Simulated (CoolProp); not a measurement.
Vapour-liquid equilibrium of n-hexane (1) + benzene (2) at 0.532 MPa; x and y are mole fractions of (1).

Values from CoolProp's multi-fluid Helmholtz-energy mixture model, Thol 2019 and Thol 2012; pair parameters Bell 2016.

| x | bubble temperature, mixture model (K) | bubble temperature, Raoult's law (K) | y, mixture model | y, Raoult's law |
|---|---|---|---|---|
| 0.05 | 416.8 | 418.0 | 0.082 | 0.064 |
| 0.125 | 414.4 | 417.0 | 0.187 | 0.157 |
| 0.2 | 412.5 | 416.0 | 0.275 | 0.246 |
| 0.275 | 411.0 | 415.0 | 0.353 | 0.331 |
| 0.35 | 409.8 | 414.0 | 0.423 | 0.413 |
| 0.425 | 408.8 | 413.0 | 0.489 | 0.491 |
| 0.5 | 408.0 | 412.0 | 0.552 | 0.566 |
| 0.575 | 407.3 | 411.1 | 0.615 | 0.639 |
| 0.65 | 406.8 | 410.2 | 0.678 | 0.709 |
| 0.725 | 406.4 | 409.3 | 0.742 | 0.775 |
| 0.8 | 406.2 | 408.4 | 0.808 | 0.840 |
| 0.875 | 406.0 | 407.5 | 0.877 | 0.902 |
| 0.95 | 406.0 | 406.7 | 0.949 | 0.961 |

The largest gap from Raoult's law is -4.2 K in bubble temperature, at x = 0.425. y crosses x between x = 0.875 and 0.95: the model has an azeotrope there.

The pair parameters rest on a limited set of measurements; away from them the model extrapolates.
